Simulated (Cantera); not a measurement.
An isothermal, constant-pressure homogeneous reactor starts with CH2O : O2 : N2 = 0.0051 : 0.023 : 1.3 (molar parts), equivalence ratio 0.22, at 1425 K and 0.493 atm.

Model: GRI-Mech 3.0 (53 species, 325 reactions), integrated in Cantera.

Q: Predict: x(O2) at 200 s; x(HO2) at 200 s; x(CO2) at 200 s; x(NO) at 200 s; x(H) at 200 s.

A: 
| Quantity | Value |
|---|---|
| x(O2) at 200 s | 0.0135 (gas-phase equilibrium 0.0134) |
| x(HO2) at 200 s | 2.32e-9 (gas-phase equilibrium 2.31e-9) |
| x(CO2) at 200 s | 0.00384 (gas-phase equilibrium 0.00384) |
| x(NO) at 200 s | 1.40e-6 (gas-phase equilibrium 0.000235) |
| x(H) at 200 s | 1.71e-9 (gas-phase equilibrium 1.71e-9) |
